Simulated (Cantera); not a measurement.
# Silicon epitaxy and polysilicon growth: SiHCl₃ + Cl₂ + N₂

Input: 1 mol SiHCl₃, 0.2 mol Cl₂, 28 mol N₂, equilibrated at 1.20 Torr.

Cantera equilibrium calculation (NASA polynomials, part measured and part estimated; ideal gas, pure solids and liquids). Candidate condensed phases: NH₄Cl, Si, Si₃N₄; 28 gas species. N₂ is the only nitrogen source here; it is nearly inert below about 1500 K, so the nitride shown seldom forms there in practice. The tables' values for SiCl₃ are old estimates; treat these amounts as uncertain. Rates play no part.

From 925 K to 1325 K the condensed part is Si₃N₄(s). From 1425 K to 1625 K nothing is condensed. The main Si-bearing gas is SiCl₄ at 925 K and SiCl₂ at 1625 K.

```csv
T (K),log p N₂,log p HCl,log p SiCl₂,log p SiCl₄,log p SiCl₃,log p Cl,log p H₂,n Si₃N₄(s)
925,-2.82,-4.30,-9.19,-4.47,-7.63,-11.09,-5.62,0.126
1025,-2.82,-4.30,-7.64,-4.47,-6.72,-9.84,-5.70,0.127
1125,-2.82,-4.29,-6.37,-4.49,-5.97,-8.82,-5.76,0.125
1225,-2.82,-4.29,-5.34,-4.55,-5.40,-7.97,-5.79,0.108
1325,-2.82,-4.30,-4.59,-4.85,-5.09,-7.31,-5.71,0.0350
1425,-2.83,-4.29,-4.42,-5.14,-5.08,-6.53,-6.03,0
1525,-2.83,-4.28,-4.41,-5.25,-5.07,-5.71,-6.59,0
1625,-2.83,-4.28,-4.37,-5.52,-5.13,-5.09,-6.88,0
```
log p: log10 of the partial pressure in bar; n: condensed amount in mol.
